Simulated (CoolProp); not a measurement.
R1336mzz(E) along the isobar 763 kPa: Z from the reference equation and from simpler models built on Tc = 130.4 °C, pc = 2779 kPa, ω = 0.413; each cubic takes its own stable root.

Computed with CoolProp (reference Helmholtz-energy equation of state, Akasaka 2023).

```
T (°C)   phase  reference  van der Waals  Peng-Robinson
------  ------  ---------  -------------  -------------
-66.95  liquid    0.04667        0.08215        0.04750
-59.85  liquid    0.04560        0.08021        0.04631
-52.85  liquid    0.04462        0.07846        0.04523
-45.75  liquid    0.04371        0.07683        0.04423
-38.65  liquid    0.04287        0.07534        0.04332
-31.65  liquid    0.04210        0.07399        0.04250
-24.55  liquid    0.04139        0.07276        0.04174
-17.55  liquid    0.04075        0.07166        0.04107
-10.45  liquid    0.04015        0.07066        0.04047
-3.35   liquid    0.03962        0.06977        0.03993
3.65    liquid    0.03914        0.06901        0.03947
10.75   liquid    0.03871        0.06836        0.03908
17.75   liquid    0.03834        0.06784        0.03876
24.85   liquid    0.03803        0.06744        0.03851
31.95   liquid    0.03777         0.8090        0.03835
```

At some of these states van der Waals gives the other phase, because its saturation line lies elsewhere.
